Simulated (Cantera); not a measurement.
**Thermodynamics of aluminium nitride and oxide growth, feed AlCl₃ + N₂O + H₂**

Feed: 1 mol AlCl₃, 37 mol N₂O, 1.8 mol H₂, at 0.133 bar.

Cantera equilibrium calculation (NASA polynomials, part measured and part estimated; ideal gas, pure solids and liquids). Candidate condensed phases: Al, AlCl₃, AlN, Al₂O₃, H₂O, NH₄Cl; 45 gas species. Condensed phases not in the tables: AlOCl. Rates play no part.

From 798 K to 1398 K the condensed part is Al₂O₃(s).

```json
[
 {"T (K)": "798", "x N₂": "0.643", "x O₂": "0.299", "x HCl": "0.0250", "x H₂O": "0.0188", "x Cl₂": "0.0136", "x Cl": "2.85e-6", "n Al₂O₃(s)": "0.500"},
 {"T (K)": "848", "x N₂": "0.643", "x O₂": "0.300", "x HCl": "0.0287", "x H₂O": "0.0169", "x Cl₂": "0.0117", "x Cl": "7.94e-6", "n Al₂O₃(s)": "0.500"},
 {"T (K)": "898", "x N₂": "0.642", "x O₂": "0.300", "x HCl": "0.0319", "x H₂O": "0.0153", "x Cl₂": "0.0101", "x Cl": "1.96e-5", "n Al₂O₃(s)": "0.500"},
 {"T (K)": "948", "x N₂": "0.642", "x O₂": "0.301", "x HCl": "0.0347", "x H₂O": "0.0139", "x Cl₂": "0.00866", "x Cl": "4.36e-5", "n Al₂O₃(s)": "0.500"},
 {"T (K)": "998", "x N₂": "0.641", "x O₂": "0.301", "x HCl": "0.0370", "x H₂O": "0.0127", "x Cl₂": "0.00744", "x Cl": "8.91e-5", "n Al₂O₃(s)": "0.500"},
 {"T (K)": "1048", "x N₂": "0.641", "x O₂": "0.302", "x HCl": "0.0390", "x H₂O": "0.0117", "x Cl₂": "0.00639", "x Cl": "0.000169", "n Al₂O₃(s)": "0.500"},
 {"T (K)": "1098", "x N₂": "0.641", "x O₂": "0.302", "x HCl": "0.0407", "x H₂O": "0.0108", "x Cl₂": "0.00549", "x Cl": "0.000300", "n Al₂O₃(s)": "0.500"},
 {"T (K)": "1148", "x N₂": "0.640", "x O₂": "0.302", "x HCl": "0.0420", "x H₂O": "0.0102", "x Cl₂": "0.00471", "x Cl": "0.000504", "n Al₂O₃(s)": "0.500"},
 {"T (K)": "1198", "x N₂": "0.640", "x O₂": "0.302", "x HCl": "0.0430", "x H₂O": "0.00962", "x Cl₂": "0.00403", "x Cl": "0.000804", "n Al₂O₃(s)": "0.500"},
 {"T (K)": "1248", "x N₂": "0.640", "x O₂": "0.302", "x HCl": "0.0438", "x H₂O": "0.00923", "x Cl₂": "0.00342", "x Cl": "0.00123", "n Al₂O₃(s)": "0.500"},
 {"T (K)": "1298", "x N₂": "0.639", "x O₂": "0.302", "x HCl": "0.0443", "x H₂O": "0.00897", "x Cl₂": "0.00289", "x Cl": "0.00179", "n Al₂O₃(s)": "0.500"},
 {"T (K)": "1348", "x N₂": "0.639", "x O₂": "0.302", "x HCl": "0.0445", "x H₂O": "0.00885", "x Cl₂": "0.00240", "x Cl": "0.00252", "n Al₂O₃(s)": "0.500"},
 {"T (K)": "1398", "x N₂": "0.639", "x O₂": "0.302", "x HCl": "0.0444", "x H₂O": "0.00887", "x Cl₂": "0.00198", "x Cl": "0.00341", "n Al₂O₃(s)": "0.500"}
]
```
x: gas mole fraction; n: condensed amount in mol.
